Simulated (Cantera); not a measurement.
A closed system holds: 1 mol Cu2O, a varied amount of H2, equilibrated at 2123.15 K and 750 Torr.

These are equilibrium values from Cantera (NASA tables, ideal gas, pure condensed phases), not measurements of a reactor. Candidate condensed phases: Cu, CuO, Cu(OH)2, Cu2O, H2O; 12 gas species. Kinetics and transport are ignored.

Task: At 43 mol H2, list the 4 most abundant gas species with their mole fractions, and the condensed phases.

Result: H2 0.961, H2O 0.0229, Cu 0.0126, H 0.00352. Condensed: Cu(l).
